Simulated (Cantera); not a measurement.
An isothermal, constant-pressure homogeneous reactor starts with C2H6 : N2 = 1 : 130 (molar parts), at 1925 K and 0.0138 atm. Integrator tolerance rtol = 1e-08.

Cantera simulation using GRI-Mech 3.0 (53 species, 325 reactions); the numbers are that mechanism's predictions, not measurements. GRI-Mech 3.0 stops at C3 and has no aromatics, soot or wall deposition, so with more carbon than oxygen in the feed, carbon stays in small species such as C2H2 where larger ones or solid carbon would form. Radical loss at walls, strong at low pressure, is not modelled.

| quantity | before | after |
|---|---|---|
| x(C2H6) at 20.0 s | <1e-12 (gas-phase equilibrium <1e-12) | <1e-12 (gas-phase equilibrium <1e-12) |
| x(HCN) at 20.0 s | 0.000255 (gas-phase equilibrium 0.0141) | 0.000182 (gas-phase equilibrium 0.00286) |
| x(C2H2) at 20.0 s | 0.00738 (gas-phase equilibrium 0.000468) | 0.00136 (gas-phase equilibrium 1.89e-5) |
| x(C2H4) at 20.0 s | 1.56e-8 (gas-phase equilibrium 9.87e-10) | 5.49e-10 (gas-phase equilibrium 7.40e-12) |
| x(CH4) at 20.0 s | 9.63e-9 (gas-phase equilibrium 1.29e-8) | 1.33e-9 (gas-phase equilibrium 2.07e-10) |

What was changed between the two runs?
(A) temperature 1925 to 1325 K
(B) C2H6 1 to 7.1 parts
(C) C2H6 1 to 0.19 parts
(D) C2H6 1 to 5 parts

C, C2H6 1 to 0.19 parts
